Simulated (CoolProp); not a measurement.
Properties of hydrogen chloride along the isobar 964 kPa.

The numbers come from the reference Helmholtz-energy equation of state, Thol 2018 in CoolProp.

| T (K) | phase | density (kg/m³) | Joule-Thomson coefficient (K/MPa) | isothermal compressibility (1/MPa) | expansivity (1/kK) | fugacity coefficient |
|---|---|---|---|---|---|---|
| 172.4 | liquid | 1224 | -0.3293 | 0.0009195 | 1.930 | 0.03938 |
| 188.1 | liquid | 1186 | -0.3097 | 0.001119 | 2.079 | 0.1034 |
| 203.8 | liquid | 1147 | -0.2800 | 0.001389 | 2.274 | 0.2285 |
| 219.5 | liquid | 1104 | -0.2363 | 0.001773 | 2.535 | 0.4412 |
| 235.2 | liquid | 1058 | -0.1714 | 0.002351 | 2.902 | 0.7658 |
| 250.9 | gas | 18.93 | 23.51 | 1.181 | 5.901 | 0.9010 |
| 266.6 | gas | 17.38 | 20.18 | 1.145 | 5.070 | 0.9193 |
| 282.3 | gas | 16.12 | 17.54 | 1.122 | 4.495 | 0.9331 |
| 298 | gas | 15.08 | 15.41 | 1.105 | 4.070 | 0.9438 |
| 313.8 | gas | 14.18 | 13.67 | 1.093 | 3.737 | 0.9522 |
| 329.5 | gas | 13.40 | 12.26 | 1.084 | 3.469 | 0.9590 |
| 345.2 | gas | 12.71 | 11.09 | 1.077 | 3.247 | 0.9644 |
| 360.9 | gas | 12.10 | 10.12 | 1.072 | 3.058 | 0.9690 |
